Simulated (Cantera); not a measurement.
**Catalytic combustion on Pt**

An isothermal plug-flow reactor at 575 K and 750 Torr (inlet), inlet velocity 0.28 m/s, active area per volume 320 1/m; feed 0.481 % H2, 16.4 % O2, 80.9 % N2, 2.25 % H2O.

Cantera simulation using Deutschmann's 1995 Pt surface mechanism with GRI-Mech 3.0 gas chemistry; the numbers are that mechanism's predictions, not measurements. Catalytic surfaces can have several steady states; this one follows from the mechanism file's or the stated starting coverage. Mass transfer to the wall is taken as infinitely fast.

```tsv
z (m)	x H2	x O2	x H2O	θ free Pt	θ O*	θ OH*
0.00049	0.00273	0.163	0.0246	0.0268	0.959	0.0140
0.00094	0.00195	0.163	0.0254	0.0192	0.969	0.0121
0.0018	0.00126	0.162	0.0261	0.0124	0.978	0.00983
0.0035	0.000742	0.162	0.0267	0.00733	0.985	0.00762
0.0068	0.000411	0.162	0.0270	0.00408	0.990	0.00573
0.013	0.000223	0.162	0.0272	0.00225	0.993	0.00427
0.025	0.000117	0.162	0.0273	0.00123	0.996	0.00317
0.049	5.66e-5	0.162	0.0273	0.000705	0.997	0.00240
```
x: gas mole fraction; θ: surface coverage.
